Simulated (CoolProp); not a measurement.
Vapour-liquid equilibrium of nitrogen (1) + carbon monoxide (2) at 100.4 K; x and y are mole fractions of (1).

Values from CoolProp's multi-fluid Helmholtz-energy mixture model, Span 2000 and Lemmon 2006; pair parameters Gernert 2013.

### Question
Give the bubble pressure and the first vapour's composition at x = 0.425, 0.5, 0.575. Is there an azeotrope?

### Answer
x = 0.425: 0.6741 MPa, y = 0.502; x = 0.5: 0.6928 MPa, y = 0.574; x = 0.575: 0.7108 MPa, y = 0.643. No azeotrope shows between x = 0.05 and 0.95.

Pair parameters are fitted to limited data, so mixtures are less certain than the pure fluids.
